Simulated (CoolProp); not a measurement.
Computed with CoolProp (reference Helmholtz-energy equation of state, Gao 2020).

Question: For ammonia, give the phase and the cp (kJ/(kg K)), Prandtl number at 237.6 K and 0.0967 MPa; 253.4 K and 0.0967 MPa; 269.1 K and 0.0967 MPa.

Answer: 
- 237.6 K and 0.0967 MPa: liquid; cp 4.46, Prandtl number 1.74
- 253.4 K and 0.0967 MPa: gas; cp 2.22, Prandtl number 0.871
- 269.1 K and 0.0967 MPa: gas; cp 2.18, Prandtl number 0.871

Viscosity comes from a separate model (Fenghour 1995). Thermal conductivity comes from a separate model (Tufeu 1984).
